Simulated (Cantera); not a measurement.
**Equilibrium for silicon etching in halogen gases: Si + Cl₂ + H₂**

A closed system holds: 1 mol Si, 1.9 mol Cl₂, 27 mol H₂, at 0.100 bar.

Cantera equilibrium calculation (NASA polynomials, part measured and part estimated; ideal gas, pure solids and liquids). Candidate condensed phases: Si; 19 gas species. The tables' values for SiCl₃ are old estimates; treat these amounts as uncertain. Rates play no part.

From 727 °C to 1077 °C the condensed part is Si(s). The main Si-bearing gas is SiCl₄ at 727 °C and SiCl₂ at 1077 °C. The share of Si in condensed phases is highest at 1077 °C (29.8 %) and lowest at 727 °C (6.2 %).

```json
[
 {"T (°C)": "727", "log p H₂": "-1.02", "log p HCl": "-2.84", "log p SiCl₄": "-2.66", "log p SiCl₂": "-4.43", "log p SiHCl₃": "-2.99", "log p SiCl₃": "-4.24", "log p SiH₂Cl₂": "-4.29", "log p SiH₃Cl": "-6.18", "n Si(s)": "0.0624"},
 {"T (°C)": "777", "log p H₂": "-1.02", "log p HCl": "-2.68", "log p SiCl₄": "-2.70", "log p SiCl₂": "-4.06", "log p SiHCl₃": "-3.03", "log p SiCl₃": "-4.01", "log p SiH₂Cl₂": "-4.30", "log p SiH₃Cl": "-6.15", "n Si(s)": "0.105"},
 {"T (°C)": "827", "log p H₂": "-1.03", "log p HCl": "-2.53", "log p SiCl₄": "-2.75", "log p SiCl₂": "-3.73", "log p SiHCl₃": "-3.07", "log p SiCl₃": "-3.81", "log p SiH₂Cl₂": "-4.32", "log p SiH₃Cl": "-6.14", "n Si(s)": "0.152"},
 {"T (°C)": "877", "log p H₂": "-1.03", "log p HCl": "-2.41", "log p SiCl₄": "-2.83", "log p SiCl₂": "-3.45", "log p SiHCl₃": "-3.14", "log p SiCl₃": "-3.66", "log p SiH₂Cl₂": "-4.35", "log p SiH₃Cl": "-6.14", "n Si(s)": "0.201"},
 {"T (°C)": "927", "log p H₂": "-1.03", "log p HCl": "-2.31", "log p SiCl₄": "-2.94", "log p SiCl₂": "-3.21", "log p SiHCl₃": "-3.23", "log p SiCl₃": "-3.55", "log p SiH₂Cl₂": "-4.41", "log p SiH₃Cl": "-6.14", "n Si(s)": "0.244"},
 {"T (°C)": "977", "log p H₂": "-1.04", "log p HCl": "-2.23", "log p SiCl₄": "-3.10", "log p SiCl₂": "-3.02", "log p SiHCl₃": "-3.36", "log p SiCl₃": "-3.49", "log p SiH₂Cl₂": "-4.48", "log p SiH₃Cl": "-6.16", "n Si(s)": "0.275"},
 {"T (°C)": "1027", "log p H₂": "-1.04", "log p HCl": "-2.17", "log p SiCl₄": "-3.31", "log p SiCl₂": "-2.88", "log p SiHCl₃": "-3.53", "log p SiCl₃": "-3.48", "log p SiH₂Cl₂": "-4.59", "log p SiH₃Cl": "-6.20", "n Si(s)": "0.292"},
 {"T (°C)": "1077", "log p H₂": "-1.04", "log p HCl": "-2.14", "log p SiCl₄": "-3.58", "log p SiCl₂": "-2.78", "log p SiHCl₃": "-3.73", "log p SiCl₃": "-3.53", "log p SiH₂Cl₂": "-4.72", "log p SiH₃Cl": "-6.25", "n Si(s)": "0.298"}
]
```
log p: log10 of the partial pressure in bar; n: condensed amount in mol.
